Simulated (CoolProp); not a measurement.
Model: reference Helmholtz-energy equation of state, Akasaka 2024, in CoolProp.

### Question
Give the vapour pressure (kPa), liquid density (kg/m³), vapour density (kg/m³), enthalpy of vaporisation (kJ/kg) of saturated R1132(E) at 308.6 K.

### Answer
```csv
T (K),p (kPa),liquid density (kg/m³),vapour density (kg/m³),enthalpy of vaporisation (kJ/kg)
308.6,2150,873,75.0,196
```
